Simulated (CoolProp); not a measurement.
Values from CoolProp's reference Helmholtz-energy equation of state, Wu 2011.

### Question
For dimethyl ether, give the phase and the speed of sound (m/s), Joule-Thomson coefficient (K/MPa), expansivity (1/kK), viscosity (µPa s) at 430.6 K and 429 bar; 430.6 K and 500 bar.

### Answer
- 430.6 K and 429 bar: supercritical; speed of sound 765, Joule-Thomson coefficient -0.100, expansivity 1.98, viscosity 85.3
- 430.6 K and 500 bar: supercritical; speed of sound 820, Joule-Thomson coefficient -0.157, expansivity 1.78, viscosity 92.0

Viscosity comes from a separate model (Meng 2012).
